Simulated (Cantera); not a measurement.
Standard-state values (1 bar) from the NASA 1993 polynomials, evaluated with Cantera. Values are per mole of reaction as written; species without (g) are pure solids or liquids, kept so even where they would boil at 1 bar.

O2(g) + 4 AlCl3 → 2 Al2O(g) + 6 Cl2(g)

```tsv
T (K)	ΔH° (kJ)	ΔS° (J/K)	ΔG° (kJ)	log10 K	condensed phases
425	2519.5	1165.8	2024.1	-248.76	AlCl3(s)
435	2518.4	1163.1	2012.4	-241.65	AlCl3(s)
445	[?]	[?]	[?]	[?]	AlCl3(s)
455	2516.0	1157.7	1989.2	-228.36	AlCl3(s)
465	2514.7	1155.0	1977.6	-222.15	AlCl3(s)
475	2371.3	847.1	1968.9	-216.51	AlCl3(l)
485	2369.3	842.8	1960.5	-211.14	AlCl3(l)
495	[?]	[?]	[?]	[?]	AlCl3(l)
505	2365.2	834.6	1943.7	-201.04	AlCl3(l)
515	2363.2	830.7	1935.4	-196.30	AlCl3(l)
525	2361.2	826.8	1927.1	-191.73	AlCl3(l)
```

Task: What belongs in the gaps?

Result: 
- 445, ΔH° (kJ): 2517.2
- 445, ΔS° (J/K): 1160.4
- 445, ΔG° (kJ): 2000.8
- 445, log10 K: -234.85
- 495, ΔH° (kJ): 2367.2
- 495, ΔS° (J/K): 838.7
- 495, ΔG° (kJ): 1952.1
- 495, log10 K: -205.99
